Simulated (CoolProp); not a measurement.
Vapour-liquid equilibrium of CH2F2 (R32) (1) + fluoroethane (R161) (2) at 1700 kPa; x and y are mole fractions of (1).

Computed with CoolProp (multi-fluid Helmholtz-energy mixture model, Tillner-Roth 1997 and Wu 2012; pair parameters Bell 2016).

| x | bubble temperature, mixture model (°C) | bubble temperature, Raoult's law (°C) | y, mixture model | y, Raoult's law |
|---|---|---|---|---|
| 0.05 | 47.2 | 47.5 | (withheld) | 0.087 |
| 0.2 | (withheld) | 42.8 | 0.285 | 0.312 |
| 0.35 | 38.0 | 38.7 | 0.455 | 0.495 |
| 0.5 | (withheld) | 35.1 | 0.602 | 0.645 |
| 0.65 | 31.4 | 31.8 | (withheld) | 0.772 |
| 0.8 | (withheld) | 28.8 | (withheld) | 0.879 |
| 0.95 | 26.0 | 26.1 | 0.965 | 0.972 |

Question: Complete the blanks.

Answer: 
- 0.05, y, mixture model: 0.080
- 0.2, bubble temperature, mixture model (°C): 42.2
- 0.5, bubble temperature, mixture model (°C): 34.5
- 0.65, y, mixture model: 0.733
- 0.8, bubble temperature, mixture model (°C): 28.6
- 0.8, y, mixture model: 0.854

The largest gap from Raoult's law is -0.7 K in bubble temperature, at x = 0.35. No azeotrope shows between x = 0.05 and 0.95.

The pair parameters rest on a limited set of measurements; away from them the model extrapolates.
